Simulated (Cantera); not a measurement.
Input: 1 mol PbCl₂, 0.43 mol H₂, 4.2 mol N₂, equilibrated at 1500 K and 133 Pa.

These are equilibrium values from Cantera (NASA tables, ideal gas, pure condensed phases), not measurements of a reactor. Candidate condensed phases: NH₄Cl, Pb, PbCl₂; 17 gas species. The tables' values for PbCl₄ are old estimates; treat these amounts as uncertain. Rates play no part.

Base state: N₂ 0.691, HCl 0.141, PbCl 0.0959, PbCl₂ 0.0447, Pb 0.0240, Cl 0.00293, H₂ 0.000349, PbCl₄ 4.99e-5 (mole fractions); condensed: gas only.

Q: What changes in the equilibrium state with this change: temperature from 1500 K to 1775 K?

A: 
```tsv
species	before	after
N₂	0.691	0.653
HCl	0.141	0.133
PbCl	0.0959	0.0875
Cl	0.00293	0.0575
PbCl₂	0.0447	0.0163
Pb	0.0240	0.0517
Cl₂	3.35e-6	5.61e-5
PbCl₄	4.99e-5	3.39e-6
```
